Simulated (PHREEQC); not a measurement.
2.6 g of hydrous ferric oxide (600 m²/g; 0.2 weak and 0.005 strong sites per Fe, Dzombak-Morel constants, diffuse double layer) in 1 kg of water with 0.01 mol/kgw of an inert sodium salt and 2.7e-05 mol Ag2SO4 and 0.011 mol SrCl2, at 25 °C; the pH is set by adding NaOH or the inert anion's acid. O2 is buffered at 0.21 atm. CO2 from the air is kept out. Nothing may precipitate in this run.

Base run: PHREEQC, ion-association model, wateq4f.dat. Each further column changes one thing. The table gives S sorbed (%).

```
pH    base  no electrostatic term (-no_edl)  background salt from 0.01 to 0.001 mol/kgw  oxide from 2.6 to 13 g/kgw
----  ----  -------------------------------  ------------------------------------------  --------------------------
4     99.9                              0.6                                       100.0                       100.0
4.75  99.8                              0.6                                        99.9                       100.0
5.5   99.0                              0.6                                        99.2                        99.8
5.88  97.0                              0.6                                        97.5                        99.4
6.62  77.0                              0.7                                        79.2                           ?
7.38  19.8                              0.9                                        21.1                        56.0
8.12   2.1                              0.8                                           ?                         9.8
8.5    1.0                              0.7                                           ?                           ?
9.25   0.3                                ?                                         0.3                         0.7
10     0.0                              0.0                                         0.1                         0.1
```

Q: Fill in the missing entries.

A: 
- 6.62, oxide from 2.6 to 13 g/kgw: 94.5
- 8.12, background salt from 0.01 to 0.001 mol/kgw: 2.3
- 8.5, background salt from 0.01 to 0.001 mol/kgw: 1.1
- 8.5, oxide from 2.6 to 13 g/kgw: 4.2
- 9.25, no electrostatic term (-no_edl): 0.2

In at least one series the solution becomes supersaturated in solids that the run did not let form, among them Cerargyrite.
